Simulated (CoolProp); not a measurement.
Vapour-liquid equilibrium of toluene (1) + p-xylene (2) at 122.15 °C; x and y are mole fractions of (1).

Model: multi-fluid Helmholtz-energy mixture model, Lemmon 2006 and Zhou 2012; pair parameters Bell 2016, in CoolProp.

```tsv
x	bubble pressure (bar)	y at the bubble point	dew pressure at overall composition x (bar)	liquid density (mol/L)
0.05	0.6812	0.100	0.6621	7.290
0.15	0.7565	0.272	0.7015	7.389
0.25	0.8322	0.414	0.7459	7.489
0.35	0.9081	0.532	0.7963	7.592
0.45	0.9837	0.633	0.8540	7.697
0.55	1.059	0.719	0.9205	7.805
0.65	1.133	0.794	0.9978	7.915
0.75	1.207	0.861	1.088	8.028
0.85	1.281	0.920	1.195	8.145
0.95	1.354	0.975	1.320	8.265
```

No azeotrope shows between x = 0.05 and 0.95.

The pair parameters rest on a limited set of measurements; away from them the model extrapolates.
